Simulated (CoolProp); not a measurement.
Vapour pressure (MPa) of n-nonane: the reference equation beside estimates from Tc = 321.4 °C, pc = 2.282 MPa, ω = 0.443. Clausius-Clapeyron is anchored at 190.85 °C with a constant enthalpy of vaporisation of 33.34 kJ/mol.

Values from CoolProp's reference Helmholtz-energy equation of state, Lemmon 2006. It is a short technical equation, of lower accuracy than the large ones.

```
T (°C)  reference  Lee-Kesler  Clausius-Clapeyron  van der Waals  Redlich-Kwong  Peng-Robinson
------  ---------  ----------  ------------------  -------------  -------------  -------------
181.85     0.2159      0.2176              0.2216         0.7102         0.4058         0.2165
190.85     0.2629      0.2652              0.2629         0.7793         0.4693         0.2638
199.85     0.3173      0.3203              0.3098         0.8525         0.5394         0.3187
208.75     0.3792      0.3828              0.3623         0.9291         0.6155         0.3812
217.75     0.4508      0.4551              0.4221          1.011         0.6996         0.4537
226.75     0.5322      0.5372              0.4889          1.097         0.7912         0.5363
235.65     0.6232      0.6290              0.5626          1.186         0.8896         0.6288
244.65     0.7269      0.7334              0.6451          1.281         0.9971         0.7344
253.65     0.8433      0.8504              0.7364          1.381          1.113         0.8530
262.55     0.9719      0.9798              0.8357          1.484          1.236         0.9841
271.55      1.117       1.126              0.9457          1.592          1.369          1.132
280.55      1.278       1.288               1.066          1.706          1.512          1.296
289.55      1.458       1.468               1.197          1.824          1.664          1.478
298.45      1.656       1.666               1.337          1.946          1.824          1.676
```

Absolute difference from the reference over all 14 rows, mean and median: Lee-Kesler 0.8 and 0.9 %, Clausius-Clapeyron 10.1 and 10.5 %, van der Waals 97.9 and 83.3 %, Redlich-Kwong 43.3 and 40.0 %, Peng-Robinson 0.9 and 1.0 %.
